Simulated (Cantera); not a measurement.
Cantera with NASA thermochemical tables; ideal gases at 1 bar, condensed phases pure. Values are per mole of reaction as written; species without (g) are pure solids or liquids, kept so even where they would boil at 1 bar.

Question: Between 1148 and 1748 K, where is each reaction favourable under standard conditions?
- NO2(g) + 4 Cu = N(g) + 2 Cu2O

Answer: 
- NO2(g) + 4 Cu = N(g) + 2 Cu2O: ΔG° is 127 kJ at 1148 K and 128 kJ at 1748 K; it stays positive (K < 1). ΔH° is 201 kJ and ΔS° 42 J/K at 1748 K.
